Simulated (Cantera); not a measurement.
A Cantera script and what it prints.

```python
import numpy as np
import cantera as ct

gas_names = """
    H HO2 H2 H2O H2O2 O OH O2 O3 V VO VO2
""".split()
cond_names = """
    H2O(s) H2O(L) V(cr) V(L) VO(s) VO(L) V2O3(s) V2O3(L) V2O4(I) V2O4(II) V2O4(L) V2O5(s) V2O5(L)
""".split()


# ... load() reads the species with a 1 bar reference pressure and builds the phases ...
atoms = {
    'V2O3': {'V': 2, 'O': 3},
    'H2': {'H': 2},
}
top_T = {}  # K; cautious upper limits of use, not melting points


# ... equilibrate(T, P, feed) seeds the gas with the atoms and calls Mixture.equilibrate('TP', solver="vcs", rtol=1e-11, max_steps=5000) ...
results = []
feed = {'V2O3': 1, 'H2': 1.1}  # mol
T = 2000  # K
P = 2600  # Pa
mix = equilibrate(T, P, feed)
results.append((T, P, feed, dict(zip(mix.species_names, mix.species_moles))))
print(gas.report(threshold=1e-06))
for i in range(1, mix.n_phases):
    print(f"{mix.phase(i).name:16s} {mix.phase_moles(i):12.5e} mol")
```

Result:

```
       temperature   2000 K
          pressure   2600 Pa
           density   0.00039125 kg/m^3
  mean mol. weight   2.5024 kg/kmol
   phase of matter   gas

                          1 kg             1 kmol
                     ---------------   ---------------
          enthalpy        1.9439e+07        4.8644e+07  J
   internal energy        1.2794e+07        3.2016e+07  J
           entropy             88832        2.2229e+05  J/K
    Gibbs function       -1.5823e+08       -3.9594e+08  J
 heat capacity c_p             13814             34566  J/K
 heat capacity c_v             10491             26252  J/K

                      mass frac. Y      mole frac. X     chem. pot. / RT
                     ---------------   ---------------   ---------------
                 H         0.0039833         0.0098886           -11.585
                H2           0.77452           0.96137            -23.17
               H2O           0.20249          0.028126           -49.234
                OH        0.00019636        2.8892e-05           -37.649
                 V        2.0788e-05        1.0212e-06           -11.509
                VO         0.0019983        7.4699e-05           -37.573
               VO2          0.016793        0.00050666           -63.638
     [   +5 minor]        1.4239e-06        2.1996e-07

V(cr)             0.00000e+00 mol
VO(s)             6.27610e-02 mol
V2O3(s)           9.68297e-01 mol
V2O4(L)           0.00000e+00 mol
V2O5(L)           0.00000e+00 mol
```

Method: chemical equilibrium by Gibbs-energy minimisation in Cantera with the NASA 1993 tables (ideal gas, pure condensed phases). Mutual solubility and eutectic melting of coexisting phases are not modelled. VO: taken at fixed stoichiometry. Condensed phases not in the tables: the oxides between V2O3 and V2O5 other than VO2.
